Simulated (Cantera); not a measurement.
Charge: 1 mol Si3N4, 6 mol O2, held at 1777 °C and 0.100 bar.

Method: chemical equilibrium by Gibbs-energy minimisation in Cantera with the NASA 1993 tables (ideal gas, pure condensed phases). The tables hold silica as quartz up to 1696 K and as liquid above; real silica turns to tridymite and cristobalite and melts near 1996 K. Equilibrium is a limit: real reactors are often held back by kinetics, nucleation or transport.

```csv
species,before,after
O2,0.593,0.600
N2,0.394,0.400
NO,0.0104,2.78e-5
O,0.00237,<1e-9
"SiO2(l), mol",3.00,0
"SiO2(β-quartz), mol",0,3.00
```
Gas species are given as mole fractions.

Task: What was changed between the two runs?
A. temperature from 1777 °C to 700 °C
B. O2 from 6 to 0.27 mol
C. temperature from 1777 °C to 1650 °C
D. temperature from 1777 °C to 1450 °C

Result: A, temperature from 1777 °C to 700 °C
